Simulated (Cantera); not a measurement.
Input: 1 mol Al(CH3)3, 9.9 mol H2O, 1.3 mol N2, equilibrated at 0.610 bar.

Method: chemical equilibrium by Gibbs-energy minimisation in Cantera with the NASA 1993 tables (ideal gas, pure condensed phases). Candidate condensed phases: Al, AlN, Al2O3, C, C6H6, C7H8, C8H18, H2O; 148 gas species. The feed counts by its element totals alone. Gases not in the tables: Al(OH)3. The numbers say what is thermodynamically allowed, not how fast it happens.

x: gas mole fraction; n: condensed amount in mol.

```
T (K)   x H2  x H2O    x CO     x CH4   x CO2    x N2  n Al2O3(s)
-----  -----  -----  ------  --------  ------  ------  ----------
773    0.374  0.354  0.0167    0.0925  0.0810  0.0823       0.500
823      ___    ___     ___       ___  0.0858  0.0771       0.500
873    0.512  0.246  0.0630    0.0244  0.0809  0.0729       0.500
923    0.538  0.229  0.0831   0.00757  0.0722  0.0705       0.500
973    0.542  0.228  0.0948       ___     ___  0.0698       0.500
1023   0.538  0.232   0.102  0.000525  0.0577  0.0696       0.500
1073   0.533  0.237   0.108  0.000154  0.0521  0.0695       0.500
1123   0.528  0.242   0.113   4.98e-5  0.0473  0.0695       0.500
1173   0.524  0.246   0.117   1.77e-5  0.0432  0.0695       0.500
1223   0.521  0.249   0.121   6.82e-6  0.0396  0.0695       0.500
1273   0.518  0.252   0.124   2.84e-6  0.0365  0.0695       0.500
1323   0.515  0.255   0.127   1.26e-6  0.0338  0.0695       0.500
1373   0.513  0.257   0.129   5.93e-7  0.0314  0.0695       0.500
```

### Question
Fill in the missing entries.

### Answer

- 973, x CH4: 0.00197
- 973, x CO2: 0.0643
- 823, x H2: 0.454
- 823, x H2O: 0.290
- 823, x CO: 0.0372
- 823, x CH4: 0.0552
